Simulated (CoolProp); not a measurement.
Vapour pressure (MPa) of R1123: the reference equation beside estimates from Tc = 58.6 °C, pc = 4.549 MPa, ω = 0.243. Clausius-Clapeyron is anchored at -54.05 °C with a constant enthalpy of vaporisation of 18.07 kJ/mol.

Computed with CoolProp (reference Helmholtz-energy equation of state, Akasaka 2020).

```json
[
 {"T (°C)": "-54.05", "reference": "0.1448", "Clausius-Clapeyron": "0.1448", "Redlich-Kwong": "0.2387", "Soave-Redlich-Kwong": "0.1441", "Peng-Robinson": "0.1447"},
 {"T (°C)": "-43.45", "reference": "0.2338", "Clausius-Clapeyron": "0.2289", "Redlich-Kwong": "0.3626", "Soave-Redlich-Kwong": "0.2335", "Peng-Robinson": "0.2330"},
 {"T (°C)": "-32.95", "reference": "0.3585", "Clausius-Clapeyron": "0.3462", "Redlich-Kwong": "0.5258", "Soave-Redlich-Kwong": "0.3593", "Peng-Robinson": "0.3569"},
 {"T (°C)": "-22.35", "reference": "0.5299", "Clausius-Clapeyron": "0.5074", "Redlich-Kwong": "0.7378", "Soave-Redlich-Kwong": "0.5331", "Peng-Robinson": "0.5277"},
 {"T (°C)": "-11.85", "reference": "0.7542", "Clausius-Clapeyron": "0.7189", "Redlich-Kwong": "1.001", "Soave-Redlich-Kwong": "0.7613", "Peng-Robinson": "0.7522"},
 {"T (°C)": "-1.35", "reference": "1.043", "Clausius-Clapeyron": "0.9914", "Redlich-Kwong": "1.323", "Soave-Redlich-Kwong": "1.056", "Peng-Robinson": "1.042"},
 {"T (°C)": "9.25", "reference": "1.410", "Clausius-Clapeyron": "1.338", "Redlich-Kwong": "1.713", "Soave-Redlich-Kwong": "1.431", "Peng-Robinson": "1.412"},
 {"T (°C)": "19.75", "reference": "1.861", "Clausius-Clapeyron": "1.764", "Redlich-Kwong": "2.170", "Soave-Redlich-Kwong": "1.891", "Peng-Robinson": "1.868"},
 {"T (°C)": "30.35", "reference": "2.417", "Clausius-Clapeyron": "2.286", "Redlich-Kwong": "2.707", "Soave-Redlich-Kwong": "2.456", "Peng-Robinson": "2.431"}
]
```

Absolute difference from the reference over all 9 rows, mean and median: Clausius-Clapeyron 3.9 and 4.7 %, Redlich-Kwong 35.1 and 32.7 %, Soave-Redlich-Kwong 0.9 and 0.9 %, Peng-Robinson 0.3 and 0.3 %.
